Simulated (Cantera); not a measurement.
Feed: 1 mol SiHCl3, 0.053 mol Cl2, 6.2 mol N2, equilibrated at 1350 K and 13.3 mbar.

Cantera equilibrium calculation (NASA polynomials, part measured and part estimated; ideal gas, pure solids and liquids). Candidate condensed phases: NH4Cl, Si, Si3N4; 28 gas species. N2 is the only nitrogen source here; it is nearly inert below about 1500 K, so the nitride shown seldom forms there in practice. The tables' values for SiCl3 are old estimates; treat these amounts as uncertain. The numbers say what is thermodynamically allowed, not how fast it happens.

Base state: N2 0.793, HCl 0.114, SiCl4 0.0597, SiCl2 0.0120, SiCl3 0.0120, H2 0.00931, SiHCl3 0.000279, Cl 2.04e-5 (mole fractions); condensed: Si3N4(s).

Question: What changes in the equilibrium state with this change: temperature from 1350 K to 900 K?

Answer: 
```csv
species,before,after
N2,0.793,0.801
HCl,0.114,0.106
SiCl4,0.0597,0.0785
SiCl2,0.0120,5.04e-8
SiCl3,0.0120,9.10e-6
H2,0.00931,0.0145
Cl,2.04e-5,<1e-9
SiHCl3,0.000279,3.04e-5
"Si3N4(s), mol",0.123,0.140
```

Question: What changes in the equilibrium state with this change: pressure from 13.3 mbar to 1.60 bar?

Answer: 
```
species          before     after
-------------  --------  --------
N2                0.793     0.801
HCl               0.114     0.104
SiCl4            0.0597    0.0768
SiCl2            0.0120  0.000250
SiCl3            0.0120   0.00196
H2              0.00931    0.0151
Cl              2.04e-5   1.33e-6
SiHCl3         0.000279  0.000638
Si3N4(s), mol     0.123     0.137
```

Question: What changes in the equilibrium state with this change: temperature from 1350 K to 1123.15 K?

Answer: 
| species | before | after |
|---|---|---|
| N2 | 0.793 | 0.799 |
| HCl | 0.114 | 0.113 |
| SiCl4 | 0.0597 | 0.0759 |
| SiCl2 | 0.0120 | 8.84e-5 |
| SiCl3 | 0.0120 | 0.000735 |
| H2 | 0.00931 | 0.0108 |
| Cl | 2.04e-5 | 3.58e-7 |
| SiHCl3 | 0.000279 | 0.000124 |
| Si3N4(s), mol | 0.123 | 0.144 |
